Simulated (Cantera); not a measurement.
N2O furnace oxynitridation

An isothermal, constant-pressure homogeneous reactor starts with 22.2 % N2O, 0.244 % H2, 77.6 % N2, at 1450 K and 6.53 Torr.

Computed with Cantera and GRI-Mech 3.0 (53 species, 325 reactions). GRI-Mech 3.0 was tuned for natural gas; its chemistry of N2O as a main component is partial and can be far from experiment. Radical loss at walls, strong at low pressure, is not modelled. The temperature is held fixed by assumption; the heat of reaction is taken as removed at once.

| t (s) | x N2O | x H2 | x O2 | x O | x NO |
|---|---|---|---|---|---|
| 4.00e-6 | 0.222 | 0.00244 | 1.25e-10 | 1.18e-7 | 7.16e-11 |
| 2.32e-5 | 0.222 | 0.00244 | 4.18e-9 | 6.81e-7 | 2.40e-9 |
| 0.000135 | 0.222 | 0.00244 | 1.36e-7 | 3.76e-6 | 7.91e-8 |
| 0.000783 | 0.222 | 0.00244 | 3.80e-6 | 1.64e-5 | 2.27e-6 |
| 0.00455 | 0.221 | 0.00235 | 5.96e-5 | 3.04e-5 | 3.79e-5 |
| 0.0264 | 0.219 | 0.00116 | 0.000525 | 3.56e-5 | 0.000319 |
| 0.153 | 0.209 | 4.86e-5 | 0.00348 | 4.07e-5 | 0.00178 |
| 0.890 | 0.168 | 2.40e-7 | 0.0182 | 4.03e-5 | 0.00929 |
| 5.17 | 0.0502 | 3.49e-7 | 0.0609 | 3.84e-5 | 0.0304 |
| 30.0 | 0.000135 | 1.67e-7 | 0.0793 | 1.28e-5 | 0.0389 |
x: mole fraction; the columns are a selection and need not sum to one.

Equilibrium at this temperature and pressure: N2O 4.33e-9, H2 7.13e-8, O2 0.0984, O 6.80e-6, NO 0.000698 (gas phase only).
